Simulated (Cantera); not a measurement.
What does this Cantera script print?

```python
import numpy as np
import cantera as ct

gas = ct.Solution("gri30.yaml")
gas.TPX = 1600, 101325, {'CH3OH': 0.0046, 'O2': 0.015, 'N2': 1}
inlet = ct.Reservoir(gas, clone=True)

reactor = ct.IdealGasConstPressureReactor(gas, energy="off", clone=False)
exhaust = ct.Reservoir(gas, clone=True)
tau = [0.4, 0.17, 0.076, 0.033, 0.014, 0.0063, 0.0027, 0.0012][0]
for a, b in ((inlet, reactor), (reactor, exhaust)):
    ct.MassFlowController(a, b, mdot=lambda t: reactor.mass / tau)
net = ct.ReactorNet([reactor])
show = ['CH3OH', 'O2', 'N2O', 'O', 'C2H2']

rows = []
print(f"{'tau/s':>10s}{'T/K':>9s}" + "".join(f"{s:>11s}" for s in show))
for tau in [0.4, 0.17, 0.076, 0.033, 0.014, 0.0063, 0.0027, 0.0012]:
    net.initial_time = 0.0
    net.advance(30 * tau)
    before = gas.X
    net.advance(40 * tau)
    drift = np.max(np.abs(gas.X - before) / (gas.X + 1e-9))
    rows.append([gas.T, *gas[show].X, drift])
    print(f"{tau:10.3e}{gas.T:9.1f}" + "".join(f"{x:11.3e}" for x in gas[show].X))
```

Result:

```
     tau/s      T/K      CH3OH         O2        N2O          O       C2H2
 4.000e-01   1600.0  4.882e-07  7.913e-03  4.450e-07  4.418e-05  2.240e-15
 1.700e-01   1600.0  7.902e-07  7.921e-03  4.767e-07  7.408e-05  3.981e-15
 7.600e-02   1600.0  1.212e-06  7.940e-03  4.579e-07  1.199e-04  9.735e-15
 3.300e-02   1600.0  1.848e-06  7.977e-03  4.079e-07  1.949e-04  3.434e-14
 1.400e-02   1600.0  2.824e-06  8.048e-03  3.474e-07  3.125e-04  1.576e-13
 6.300e-03   1600.0  4.250e-06  8.160e-03  2.959e-07  4.645e-04  7.142e-13
 2.700e-03   1600.0  6.908e-06  8.351e-03  2.508e-07  6.565e-04  3.662e-12
 1.200e-03   1600.0  1.207e-05  8.633e-03  2.146e-07  8.201e-04  1.797e-11
```

Computed with Cantera and GRI-Mech 3.0 (53 species, 325 reactions). GRI-Mech 3.0 was tuned for natural gas; its chemistry of methanol as a main component is partial and can be far from experiment.
